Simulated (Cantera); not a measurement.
**Premixed flame**

A freely propagating, adiabatic, planar premixed flame of H₂ : O₂ : N₂ = 1 : 0.82 : 3.08 (molar parts), unburnt at 675 K and 10.0 bar; mixture-averaged transport, grid criteria slope 0.08 and curve 0.16, no radiation.

Cantera simulation using the H2/O2 subset of GRI-Mech 3.0, which has no nitrogen chemistry; the numbers are that mechanism's predictions, not measurements. The hydrogen kinetics of GRI-Mech 3.0 are dated; newer H2 mechanisms differ, most at raised pressure. Burning velocities carry a grid error of a few per cent, more on coarse grids. Lean hydrogen flames are cellular in practice and burn faster than this planar one.

```csv
z (mm),T (K),u (m/s),x H₂,x O₂,x H₂O,x HO₂,x H,x H₂O₂
-0.0921,675,2.50,0.202,0.168,1.67e-5,1.74e-7,<1e-8,4.60e-8
-0.0614,677,2.49,0.197,0.169,0.000120,1.52e-6,<1e-8,4.04e-7
-0.0461,680,2.49,0.190,0.170,0.000463,7.12e-6,<1e-8,1.89e-6
-0.0307,700,2.51,0.173,0.173,0.00281,5.99e-5,1.02e-8,1.55e-5
-0.0154,868,2.99,0.126,0.171,0.0262,0.000770,3.77e-5,0.000167
-0.00768,1158,3.92,0.0870,0.155,0.0695,0.000950,0.000707,0.000208
0,1503,5.04,0.0480,0.125,0.128,0.000573,0.00278,2.66e-5
0.00768,1744,5.84,0.0225,0.0989,0.171,0.000305,0.00381,5.58e-6
0.0154,1882,6.30,0.0110,0.0859,0.191,0.000173,0.00310,3.76e-6
0.0307,2007,6.70,0.00426,0.0787,0.206,7.37e-5,0.00135,2.34e-6
0.0614,2079,6.92,0.00148,0.0775,0.213,2.58e-5,0.000309,1.31e-6
0.123,2108,7.00,0.000454,0.0777,0.216,9.52e-6,5.56e-5,7.25e-7
0.246,2116,7.03,0.000202,0.0779,0.217,6.01e-6,1.85e-5,5.42e-7
```
x: mole fraction of selected species; z is measured from the peak of heat release.

* **laminar burning velocity**: 251 cm/s
* **thermal thickness**: 0.0307 mm
* **peak x(HO₂)**: 0.00101
* **peak x(H)**: 0.00382
* **peak x(H₂O₂)**: 0.000231
* **grid points**: 110
